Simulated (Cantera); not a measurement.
Charge: 1 mol HMDSO, 14 mol N₂O, 84 mol N₂, at 0.100 bar.

Equilibrium computed with Cantera from the NASA thermochemical tables; the gas is ideal and each condensed phase is pure. Candidate condensed phases: C, C₆H₆, C₇H₈, C₈H₁₈, H₂O, Si, SiC, SiO₂, Si₂N₂O, Si₃N₄; 151 gas species. The feed counts by its element totals alone. Rates play no part.

At 727 °C, list the 4 most abundant gas species with their mole fractions, and the condensed phases.

N₂ 0.867, H₂ 0.0557, CO 0.0328, H₂O 0.0240. Condensed: SiO₂(β-quartz).
